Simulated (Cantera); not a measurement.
A Cantera script and its output.

```python
import numpy as np
import cantera as ct

gas = ct.Solution("gri30.yaml")
gas.TPX = 2123, 5400, {'NO': 1, 'N2': 0.35, 'H2O': 0.029}
reactor = ct.IdealGasConstPressureReactor(gas, energy="off", clone=False)
net = ct.ReactorNet([reactor])
net.rtol, net.atol = 1e-08, 1e-18
show = ['NO', 'O', 'O2', 'N2', 'N2O']
times = np.geomspace(5e-06, 4, 12)

steps = ct.SolutionArray(gas, extra=["t"])
rows = []
print(f"{'t/s':>10s}{'T/K':>9s}{'P/Pa':>11s}" + "".join(f"{s:>11s}" for s in show))
for t in times:
    while net.time < t:
        t_next = net.step()
        steps.append(gas.state, t=t_next)
    rows.append([np.interp(t, steps.t, y) for y in (steps.T, steps.P, *steps(*show).X.T)])
    print(f"{t:10.3e}{rows[-1][0]:9.1f}{rows[-1][1]:11.4g}" + "".join(f"{x:11.3e}" for x in rows[-1][2:]))
rate = np.gradient(steps.T, steps.t)
print("integrator steps:", len(steps.t))
if steps.T.max() > steps.T[0] + 200:
    print(f"time of steepest temperature rise: {steps.t[rate.argmax()]:.4e} s")
gas.TPX = 2123, 5400, {'NO': 1, 'N2': 0.35, 'H2O': 0.029}
gas.equilibrate("TP")
print(f"equilibrium (TP): T = {gas.T:.1f} K  " + "  ".join(f"{s} {gas[s].X[0]:.3e}" for s in show))
```

Result:

```
       t/s      T/K       P/Pa         NO          O         O2         N2        N2O
 5.000e-06   2123.0       5400  7.252e-01  3.767e-07  9.844e-11  2.538e-01  3.823e-07
 1.720e-05   2123.0       5400  7.252e-01  1.249e-06  1.144e-09  2.538e-01  1.313e-06
 5.919e-05   2123.0       5400  7.252e-01  3.798e-06  1.293e-08  2.538e-01  4.487e-06
 2.037e-04   2123.0       5400  7.251e-01  9.071e-06  1.472e-07  2.538e-01  1.509e-05
 7.007e-04   2123.0       5400  7.250e-01  1.750e-05  2.182e-06  2.538e-01  4.793e-05
 2.411e-03   2123.0       5400  7.245e-01  7.771e-05  8.849e-05  2.538e-01  1.220e-04
 8.295e-03   2123.0       5400  7.224e-01  2.064e-04  1.188e-03  2.545e-01  1.075e-04
 2.854e-02   2123.0       5400  7.127e-01  6.067e-04  5.517e-03  2.591e-01  7.013e-05
 9.820e-02   2123.0       5400  6.785e-01  1.132e-03  2.196e-02  2.762e-01  7.646e-05
 3.379e-01   2123.0       5400  5.593e-01  2.081e-03  8.057e-02  3.355e-01  5.723e-05
 1.163e+00   2123.0       5400  2.515e-01  3.438e-03  2.333e-01  4.889e-01  1.167e-05
 4.000e+00   2123.0       5400  3.400e-02  4.123e-03  3.415e-01  5.974e-01  3.289e-07
integrator steps: 1350
equilibrium (TP): T = 2123.0 K  NO 1.204e-02  O 4.187e-03  O2 3.525e-01  N2 6.084e-01  N2O 1.371e-07
```

Cantera simulation using GRI-Mech 3.0 (53 species, 325 reactions); the numbers are that mechanism's predictions, not measurements.
